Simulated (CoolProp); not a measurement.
1-butene at several states: fugacity coefficient from the reference equation and from simpler models built on Tc = 146.1 °C, pc = 4.006 MPa, ω = 0.192; each cubic takes its own stable root.

Values from CoolProp's reference Helmholtz-energy equation of state, Lemmon 2005. It is a short technical equation, of lower accuracy than the large ones.

| T (°C) | p (MPa) | phase | reference |
|---|---|---|---|
| 99.25 | 0.487 | gas | 0.9384 |
| 187.75 | 6.51 | supercritical | 0.6165 |
| -167.45 | 0.399 | liquid | 1.913e-9 |
| -128.25 | 0.16 | liquid | 3.663e-5 |
| -41.65 | 18.1 | liquid | 0.002382 |

Q: How far does each simpler model (van der Waals, Redlich-Kwong, Soave-Redlich-Kwong) lie from the reference over these 5 states: mean and median of the absolute difference, and the worst?

A: 
- van der Waals: mean 4248396.5 %, median 1477.2 %, worst +21144698.7 % at -167.45 °C and 0.399 MPa
- Redlich-Kwong: mean 34.6 %, median 45.4 %, worst +73.8 % at -41.65 °C and 18.1 MPa
- Soave-Redlich-Kwong: mean 9.9 %, median 4.7 %, worst +36.6 % at -167.45 °C and 0.399 MPa
